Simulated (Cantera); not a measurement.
A closed system holds: 1 mol BN, 2.5 mol NF₃, held at 1348 K and 0.700 bar.

These are equilibrium values from Cantera (NASA tables, ideal gas, pure condensed phases), not measurements of a reactor. Candidate condensed phases: B, BN; 13 gas species. Kinetics and transport are ignored.

Base state: F 0.483, N₂ 0.265, BF₃ 0.152, F₂ 0.0994, NF₃ 8.73e-5 (mole fractions); condensed: gas only.

Task: What changes in the equilibrium state with this change: pressure from 0.700 bar to 0.100 bar?

Result: 
```
species   before    after
-------  -------  -------
F          0.483    0.591
N₂         0.265    0.247
BF₃        0.152    0.141
F₂        0.0994   0.0212
NF₃      8.73e-5  1.19e-6
```

Task: What changes in the equilibrium state with this change: BN replaced by Si₃N₄?

Result: 
| species | before | after |
|---|---|---|
| N₂ | 0.265 | 0.571 |
| SiF₄ | 0 | 0.427 |
| SiF₃ | 0 | 0.00212 |
| F | 0.483 | <1e-9 |
| BF₃ | 0.152 | 0 |
| F₂ | 0.0994 | <1e-9 |
| NF₃ | 8.73e-5 | <1e-9 |
| Si₃N₄(s), mol | 0 | 0.374 |
The tables' values for SiF₃ are old estimates; treat these amounts as uncertain. Further candidate phases: Si, Si₃N₄.

Task: What changes in the equilibrium state with this change: pressure from 0.700 bar to 56.0 Pa?

Result: 
| species | before | after |
|---|---|---|
| F | 0.483 | 0.621 |
| N₂ | 0.265 | 0.241 |
| BF₃ | 0.152 | 0.138 |
| F₂ | 0.0994 | 0.000131 |
| NF₃ | 8.73e-5 | <1e-9 |
